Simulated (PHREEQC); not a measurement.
Consider water at 25 °C with 11 mmol/kgw HF, 0.009 mmol/kgw NH4F and 1.2 mmol/kgw (NH4)2SiF6. Closed to the air; pH follows from the charge balance.

Model: ion-association model, wateq4f.dat, run in PHREEQC.

```yaml
pH: 2.63
ionic_strength: 0.00615 mol/kgw
total_alkalinity: -15.8 meq/kg
```

```
species  molality  activity   log γ
-------  --------  --------  ------
HF        0.00804   0.00805   0.001
H+        0.00254   0.00236  -0.032
F-        0.00248   0.00228  -0.037
NH4+      0.00241   0.00222  -0.036
SiF6-2    0.00120  0.000866  -0.142
H2F2     0.000169  0.000169   0.001
HF2-      7.65e-5   7.03e-5  -0.037
H4SiO4    1.32e-7   1.33e-7   0.001
```

Precipitation was switched off in this run. SiF6-2 is the database's only silicon fluoride.
